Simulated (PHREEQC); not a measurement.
A made-up water analysis in mg/L, 40 °C, pH 6.53, pe -1.4:

```tsv
constituent	mg/L
Na	1.49
K	1.46
Ca	8.33
Mg	1.96
Cl	11.2
S(6) as SO4	5.1
Alkalinity as HCO3	16.3
Mn(2)	0.0353
```

Cl is adjusted to close the charge balance.
Valence states are taken as typed.

Computed with PHREEQC (ion-association model, phreeqc.dat).

No solid was allowed to form.

**Question.** Order these C species by the share of C that they hold, largest first: HCO3-, CaHCO3+, CO2.

**Answer.** HCO3- (64 %), CO2 (36 %), CaHCO3+ (0.17 %)

The pH is 6.53 and the ionic strength 0.00101 mol/kgw. At this temperature some constants are extrapolated from 25 °C, and those without enthalpy data are left unchanged.
